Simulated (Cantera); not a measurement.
# Adiabatic ignition

An adiabatic, constant-pressure homogeneous reactor starts with H₂ : O₂ : N₂ = 1 : 0.417 : 1.57 (molar parts), equivalence ratio 1.2, at 1048 K and 25000 Pa.

Computed with Cantera and the H2/O2 subset of GRI-Mech 3.0, which has no nitrogen chemistry.

| t (s) | T (K) | x H₂ | x O₂ | x OH | x H₂O₂ | x HO₂ | x H₂O | x H |
|---|---|---|---|---|---|---|---|---|
| 4.00e-6 | 1048 | 0.335 | 0.140 | 2.52e-12 | <1e-12 | 1.20e-10 | 5.88e-12 | 1.19e-10 |
| 9.87e-6 | 1048 | 0.335 | 0.140 | 9.01e-12 | <1e-12 | 3.03e-10 | 5.36e-11 | 3.17e-10 |
| 2.43e-5 | 1048 | 0.335 | 0.140 | 3.47e-11 | 1.05e-12 | 7.90e-10 | 4.87e-10 | 1.06e-9 |
| 6.00e-5 | 1048 | 0.335 | 0.140 | 2.25e-10 | 7.34e-12 | 2.53e-9 | 6.07e-9 | 6.51e-9 |
| 0.000148 | 1048 | 0.335 | 0.140 | 9.01e-9 | 1.37e-10 | 4.25e-8 | 3.16e-7 | 2.58e-7 |
| 0.000365 | 1054 | 0.331 | 0.138 | 8.58e-5 | 2.56e-7 | 2.28e-5 | 0.00288 | 0.00210 |
| 0.000900 | 2162 | 0.0827 | 0.0149 | 0.0233 | 1.04e-7 | 1.79e-6 | 0.237 | 0.0619 |
| 0.00222 | 2530 | 0.0794 | 0.00803 | 0.0225 | 7.85e-8 | 1.54e-6 | 0.267 | 0.0314 |
| 0.00548 | 2628 | 0.0772 | 0.00615 | 0.0208 | 9.88e-8 | 1.63e-6 | 0.277 | 0.0244 |
| 0.0135 | 2630 | 0.0771 | 0.00611 | 0.0207 | 9.94e-8 | 1.63e-6 | 0.277 | 0.0242 |
| 0.0333 | 2630 | 0.0771 | 0.00611 | 0.0207 | 9.94e-8 | 1.63e-6 | 0.277 | 0.0242 |
| 0.0822 | 2630 | 0.0771 | 0.00611 | 0.0207 | 9.94e-8 | 1.63e-6 | 0.277 | 0.0242 |
| 0.203 | 2630 | 0.0771 | 0.00611 | 0.0207 | 9.94e-8 | 1.63e-6 | 0.277 | 0.0242 |
| 0.500 | 2630 | 0.0771 | 0.00611 | 0.0207 | 9.94e-8 | 1.63e-6 | 0.277 | 0.0242 |
x: mole fraction; the columns are a selection and need not sum to one.

| Quantity | Result |
|---|---|
| time of steepest temperature rise | 0.450 ms |
| temperature at 0.500 s | 2630 K |
| equilibrium temperature | 2630 K |
| x(H₂) at 0.500 s | 0.0771 (gas-phase equilibrium 0.0771) |
| x(O₂) at 0.500 s | 0.00611 (gas-phase equilibrium 0.00611) |
| x(OH) at 0.500 s | 0.0207 (gas-phase equilibrium 0.0207) |
